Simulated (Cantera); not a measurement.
Cantera run:

```python
import numpy as np
import cantera as ct

gas_names = """
    H H2 N NH NH2 NH3 N2 N2H2 N2H4 Si SiH SiH2 SiH3 SiH4 SiN Si2 Si2N Si3
""".split()
cond_names = """
    Si(cr) Si(L) Si3N4(a)
""".split()


# ... load() reads the species with a 1 bar reference pressure and builds the phases ...
atoms = {
    'trisilylamine': {'Si': 3, 'N': 1, 'H': 9},
    'N2': {'N': 2},
}
top_T = {'Si3N4(a)': 2400}  # K; cautious upper limits of use, not melting points


# ... equilibrate(T, P, feed) seeds the gas with the atoms and calls Mixture.equilibrate('TP', solver="vcs", rtol=1e-11, max_steps=5000) ...
results = []
feed = {'trisilylamine': 1, 'N2': 1.7}  # mol
P = 89000  # Pa
for T in [1098, 1198, 1298, 1398, 1498, 1598, 1698, 1798, 1898, 1998]:
    mix = equilibrate(T, P, feed)
    results.append((T, P, feed, dict(zip(mix.species_names, mix.species_moles))))

top = {s: max(r[3][s] / sum(r[3][g] for g in gas_names) for r in results) for s in gas_names}
cols = sorted((s for s in top if top[s] > 0.0001), key=lambda s: -top[s])[:6]
seen = [c for c in cond_names if any(r[3].get(c, 0) > 1e-12 for r in results)]
print("log10 of partial pressures in bar; condensed amounts in mol")
print(f"{'T/K':>10s}" + "".join(f"{s[:9]:>10s}" for s in cols + seen))
for T, P, feed, n in results:
    ng = sum(n[g] for g in gas_names)
    print(f"{T:10.4g}" + "".join(f"{np.log10(max(n[s] / ng * P / 1e5, 1e-99)):10.3f}" for s in cols)
          + "".join(f"{n.get(c, 0):10.4g}" for c in seen))
```

Output:

```
log10 of partial pressures in bar; condensed amounts in mol
       T/K        H2        N2         H     Si(L)  Si3N4(a)
      1098    -0.070    -1.422    -7.641         0         1
      1198    -0.070    -1.422    -6.756         0         1
      1298    -0.070    -1.422    -6.005         0         1
      1398    -0.070    -1.422    -5.360         0         1
      1498    -0.070    -1.422    -4.800         0         1
      1598    -0.070    -1.422    -4.309         0         1
      1698    -0.070    -1.422    -3.875         0         1
      1798    -0.070    -1.422    -3.488         0         1
      1898    -0.071    -1.398    -3.142   0.01753     0.994
      1998    -0.138    -0.796    -2.864     1.182    0.6058
```

Equilibrium computed with Cantera from the NASA thermochemical tables; the gas is ideal and each condensed phase is pure. The feed counts by its element totals alone. Mutual solubility and eutectic melting of coexisting phases are not modelled. Gases not in the tables: Si2H6 and higher silanes.
